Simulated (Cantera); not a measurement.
An adiabatic, constant-pressure homogeneous reactor starts with CH₄ : CO : O₂ : N₂ = 1 : 1.3 : 2.21 : 8.3 (molar parts), equivalence ratio 1.2, at 1248 K and 14300 Torr.

Model: GRI-Mech 3.0 (53 species, 325 reactions), integrated in Cantera. The pressure lies above the range GRI-Mech 3.0 was tuned for (to about 10 atm).

x: mole fraction; the columns are a selection and need not sum to one.

```json
[
 {"t (s)": "2.00e-6", "T (K)": "1248", "x CH₄": "0.0781", "x CO": "0.101", "x O₂": "0.173", "x HCO": "<1e-12", "x N₂O": "<1e-12", "x C₂H₄": "<1e-12"},
 {"t (s)": "4.58e-6", "T (K)": "1248", "x CH₄": "0.0781", "x CO": "0.101", "x O₂": "0.173", "x HCO": "<1e-12", "x N₂O": "<1e-12", "x C₂H₄": "1.11e-11"},
 {"t (s)": "1.05e-5", "T (K)": "1248", "x CH₄": "0.0781", "x CO": "0.101", "x O₂": "0.173", "x HCO": "<1e-12", "x N₂O": "1.67e-12", "x C₂H₄": "1.70e-10"},
 {"t (s)": "2.40e-5", "T (K)": "1248", "x CH₄": "0.0781", "x CO": "0.101", "x O₂": "0.173", "x HCO": "2.05e-12", "x N₂O": "4.69e-12", "x C₂H₄": "?"},
 {"t (s)": "5.50e-5", "T (K)": "1248", "x CH₄": "0.0780", "x CO": "0.101", "x O₂": "0.173", "x HCO": "9.17e-12", "x N₂O": "1.45e-11", "x C₂H₄": "?"},
 {"t (s)": "0.000126", "T (K)": "1248", "x CH₄": "0.0780", "x CO": "0.101", "x O₂": "0.172", "x HCO": "3.76e-11", "x N₂O": "4.55e-11", "x C₂H₄": "?"},
 {"t (s)": "0.000289", "T (K)": "1249", "x CH₄": "0.0779", "x CO": "0.101", "x O₂": "0.172", "x HCO": "1.15e-10", "x N₂O": "1.32e-10", "x C₂H₄": "?"},
 {"t (s)": "0.000661", "T (K)": "1251", "x CH₄": "0.0776", "x CO": "0.101", "x O₂": "0.172", "x HCO": "3.49e-10", "x N₂O": "4.00e-10", "x C₂H₄": "?"},
 {"t (s)": "0.00151", "T (K)": "1262", "x CH₄": "0.0764", "x CO": "0.101", "x O₂": "0.171", "x HCO": "1.45e-9", "x N₂O": "1.60e-9", "x C₂H₄": "?"},
 {"t (s)": "0.00347", "T (K)": "2850", "x CH₄": "<1e-12", "x CO": "0.0725", "x O₂": "0.00408", "x HCO": "3.20e-7", "x N₂O": "1.10e-6", "x C₂H₄": "<1e-12"},
 {"t (s)": "0.00794", "T (K)": "2850", "x CH₄": "<1e-12", "x CO": "0.0726", "x O₂": "0.00407", "x HCO": "3.20e-7", "x N₂O": "1.11e-6", "x C₂H₄": "<1e-12"},
 {"t (s)": "0.0182", "T (K)": "2850", "x CH₄": "<1e-12", "x CO": "0.0726", "x O₂": "0.00407", "x HCO": "3.20e-7", "x N₂O": "1.11e-6", "x C₂H₄": "<1e-12"},
 {"t (s)": "0.0416", "T (K)": "2850", "x CH₄": "<1e-12", "x CO": "0.0726", "x O₂": "0.00407", "x HCO": "3.20e-7", "x N₂O": "1.11e-6", "x C₂H₄": "<1e-12"},
 {"t (s)": "0.0953", "T (K)": "2850", "x CH₄": "<1e-12", "x CO": "0.0726", "x O₂": "0.00407", "x HCO": "3.20e-7", "x N₂O": "1.11e-6", "x C₂H₄": "<1e-12"},
 {"t (s)": "0.218", "T (K)": "2850", "x CH₄": "<1e-12", "x CO": "0.0726", "x O₂": "0.00407", "x HCO": "3.20e-7", "x N₂O": "1.11e-6", "x C₂H₄": "<1e-12"},
 {"t (s)": "0.500", "T (K)": "2850", "x CH₄": "<1e-12", "x CO": "0.0726", "x O₂": "0.00407", "x HCO": "3.20e-7", "x N₂O": "1.11e-6", "x C₂H₄": "<1e-12"}
]
```

### Question
Some entries are withheld; supply them.

### Answer

- 2.40e-5, x C₂H₄: 2.58e-9
- 5.50e-5, x C₂H₄: 3.26e-8
- 0.000126, x C₂H₄: 2.33e-7
- 0.000289, x C₂H₄: 1.03e-6
- 0.000661, x C₂H₄: 4.98e-6
- 0.00151, x C₂H₄: 4.14e-5
